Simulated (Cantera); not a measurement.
## Ignition delay

Mixture: 20.5 % CO, 9.22 % H₂, 9.28 % O₂, 52.0 % N₂, 9.01 % H₂O, equivalence ratio 1.6, at 7500 Torr, adiabatic and at constant volume. Ignition delay is the time to a rise of 400 K.

Computed with Cantera and GRI-Mech 3.0 (53 species, 325 reactions). The hydrogen kinetics of GRI-Mech 3.0 are dated; newer H2 mechanisms differ, most at raised pressure.

```json
[
 {"T0 (K)": "1000", "delay (ms)": "5.08"},
 {"T0 (K)": "1050", "delay (ms)": "1.75"},
 {"T0 (K)": "1100", "delay (ms)": "0.646"},
 {"T0 (K)": "1150", "delay (ms)": "0.250"},
 {"T0 (K)": "1200", "delay (ms)": "0.0993"},
 {"T0 (K)": "1250", "delay (ms)": "0.0405"},
 {"T0 (K)": "1300", "delay (ms)": "0.0181"}
]
```

- apparent activation energy between 1200 and 1300 K: 220 kJ/mol
